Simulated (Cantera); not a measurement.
A counterflow diffusion flame at 2.90 bar, nozzles 20 mm apart: fuel side CH4 : N2 = 1 : 0.42 (molar parts) at 550 K, oxidiser side O2 : N2 = 0.17 : 0.83 (molar parts) at 675 K, fuel mass flux 0.96 times the oxidiser's; mixture-averaged transport, no radiation.

Model: GRI-Mech 3.0 (53 species, 325 reactions), integrated in Cantera. GRI-Mech 3.0 has no aromatics or soot, which form on the fuel side of real flames. The maximum strain rate includes the flame's own expansion and is several times the mean.

x: mole fraction; the columns are a selection and need not sum to one.

```
oxidiser flux (kg/m²/s)  max strain (1/s)  mean strain (1/s)  T max (K)  peak x OH  peak x H   peak x NO  peak x CO  peak x C2H2
-----------------------  ----------------  -----------------  ---------  ---------  --------  ----------  ---------  -----------
0.72                                  199               52.1       2078    0.00450   0.00163    0.000212     0.0330       0.0102
1                                     268               72.4       2066    0.00457   0.00171    0.000197     0.0326      0.00913
1.5                                   391                109       2052    0.00464   0.00182  (withheld)     0.0324      0.00789
2.1                                   536                152       2039    0.00466   0.00190  (withheld)     0.0324      0.00694
3                                     748                217       2020    0.00460   0.00196  (withheld)     0.0325      0.00591
4.3                                  1050                311       1996    0.00444   0.00197  (withheld)     0.0327      0.00487
6.1                                  1470                441       1965    0.00417   0.00193  (withheld)     0.0331      0.00386
8.7                                  2070                630       1917    0.00362   0.00173  (withheld)     0.0336      0.00265
```

**Question.** Complete the blanks.

**Answer.** 
- 1.5, peak x NO: 0.000176
- 2.1, peak x NO: 0.000155
- 3, peak x NO: 0.000128
- 4.3, peak x NO: 9.77e-5
- 6.1, peak x NO: 6.76e-5
- 8.7, peak x NO: 3.63e-5
